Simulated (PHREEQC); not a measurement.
Consider water at 25 °C with 0.16 mol CdCl2 and 0.0001 mol KCl per kg of water. Closed to the air; pH follows from the charge balance.

Model: ion-association model, wateq4f.dat, run in PHREEQC.

No solid was allowed to form.

Q: Estimate the pH, ionic strength.

A: pH 5.30; ionic strength 0.172 mol/kgw.

Q: In which forms is Cd present?

A: CdCl+ 63 %, CdCl2 20 %, Cd+2 15 %, CdCl3- 1.8 % of the Cd.
